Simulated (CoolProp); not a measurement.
Values from CoolProp's reference Helmholtz-energy equation of state, Fiedler 2023.

**Question.** Give the vapour pressure (kPa), enthalpy of vaporisation (kJ/kg), liquid cp (kJ/(kg K)), vapour Z of saturated tetrahydrofuran at 402.8, 461 K.

**Answer.** 
```tsv
T (K)	p (kPa)	enthalpy of vaporisation (kJ/kg)	liquid cp (kJ/(kg K))	vapour Z
402.8	553	363	2.17	0.902
461	1670	297	2.54	0.780
```
